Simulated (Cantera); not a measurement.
Input (Python, Cantera):

```python
import numpy as np
import cantera as ct

gas = ct.Solution("gri30.yaml")
gas.TPX = 1300, 101325, {'CH4': 1, 'O2': 2.06, 'N2': 7.75, 'H2': 0.027}
reactor = ct.IdealGasReactor(gas, energy="on", clone=False)
net = ct.ReactorNet([reactor])
net.rtol, net.atol = 1e-08, 1e-16
show = ['CH4', 'O2', 'O', 'C2H2', 'H2O', 'N2O', 'HCO']
times = np.geomspace(3e-06, 0.9, 11)

steps = ct.SolutionArray(gas, extra=["t"])
rows = []
print(f"{'t/s':>10s}{'T/K':>9s}{'P/Pa':>11s}" + "".join(f"{s:>11s}" for s in show))
for t in times:
    while net.time < t:
        t_next = net.step()
        steps.append(gas.state, t=t_next)
    rows.append([np.interp(t, steps.t, y) for y in (steps.T, steps.P, *steps(*show).X.T)])
    print(f"{t:10.3e}{rows[-1][0]:9.1f}{rows[-1][1]:11.4g}" + "".join(f"{x:11.3e}" for x in rows[-1][2:]))
rate = np.gradient(steps.T, steps.t)
print("integrator steps:", len(steps.t))
if steps.T.max() > steps.T[0] + 200:
    print(f"time of steepest temperature rise: {steps.t[rate.argmax()]:.4e} s")
gas.TPX = 1300, 101325, {'CH4': 1, 'O2': 2.06, 'N2': 7.75, 'H2': 0.027}
gas.equilibrate("UV")
print(f"equilibrium (UV): T = {gas.T:.1f} K  " + "  ".join(f"{s} {gas[s].X[0]:.3e}" for s in show))
```

Result:

```
       t/s      T/K       P/Pa        CH4         O2          O       C2H2        H2O        N2O        HCO
 3.000e-06   1300.0  1.013e+05  9.228e-02  1.901e-01  1.011e-10  1.823e-23  5.423e-10  1.951e-15  6.805e-17
 1.059e-05   1300.0  1.013e+05  9.228e-02  1.901e-01  1.410e-10  7.023e-21  3.697e-09  1.419e-14  9.381e-16
 3.737e-05   1300.0  1.013e+05  9.228e-02  1.901e-01  2.697e-10  1.804e-18  2.632e-08  1.376e-13  1.284e-14
 1.319e-04   1300.0  1.013e+05  9.228e-02  1.901e-01  8.837e-10  4.375e-16  3.115e-07  1.509e-12  2.090e-13
 4.656e-04   1300.0  1.013e+05  9.227e-02  1.901e-01  5.829e-09  2.297e-13  6.047e-06  1.523e-11  6.932e-12
 1.643e-03   1300.8  1.014e+05  9.209e-02  1.900e-01  3.262e-08  3.581e-10  1.378e-04  1.035e-10  4.380e-10
 5.800e-03   1315.1  1.025e+05  8.982e-02  1.884e-01  1.265e-07  1.179e-07  2.018e-03  1.334e-09  1.212e-08
 2.047e-02   2842.9  2.313e+05  6.122e-15  2.091e-02  6.132e-03  9.736e-18  1.475e-01  9.096e-07  6.952e-08
 7.225e-02   2842.9  2.313e+05  6.122e-15  2.091e-02  6.132e-03  9.736e-18  1.475e-01  9.096e-07  6.952e-08
 2.550e-01   2842.9  2.313e+05  6.122e-15  2.091e-02  6.132e-03  9.736e-18  1.475e-01  9.096e-07  6.952e-08
 9.000e-01   2842.9  2.313e+05  6.122e-15  2.091e-02  6.132e-03  9.736e-18  1.475e-01  9.096e-07  6.952e-08
integrator steps: 2231
time of steepest temperature rise: 8.6449e-03 s
equilibrium (UV): T = 2842.9 K  CH4 8.008e-15  O2 2.091e-02  O 6.132e-03  C2H2 1.034e-17  H2O 1.475e-01  N2O 9.096e-07  HCO 6.952e-08
```

Model: GRI-Mech 3.0 (53 species, 325 reactions), integrated in Cantera.
